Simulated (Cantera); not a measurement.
Charge: 1 mol Si, 0.041 mol N2O, 66 mol H2, held at 1425 K.

Method: chemical equilibrium by Gibbs-energy minimisation in Cantera with the NASA 1993 tables (ideal gas, pure condensed phases). Candidate condensed phases: H2O, Si, SiO2, Si2N2O, Si3N4; 35 gas species. Mutual solubility and eutectic melting of coexisting phases are not modelled. Rates play no part.

### Question
Which condensed phases are stable at each of these points (P (Pa)): 0.100, 0.750, 5.60, 42, 320, 2400, 18000, 130000, 1000000?

### Answer
```
P (Pa)    condensed phases  Si condensed (%)
-------  -----------------  ----------------
0.100                Si(s)              85.1
0.750                Si(s)              94.5
5.60                 Si(s)              95.7
42                   Si(s)              95.9
320      Si(s) + Si2N2O(s)              97.7
2400     Si(s) + Si2N2O(s)              99.7
18000    Si(s) + Si2N2O(s)             100.0
130000   Si(s) + Si2N2O(s)             100.0
1000000  Si(s) + Si2N2O(s)              99.9
```

From 0.100 Pa to 42.0 Pa the condensed part is Si(s). From 320 Pa to 1000000 Pa the condensed part is Si(s) + Si2N2O(s).
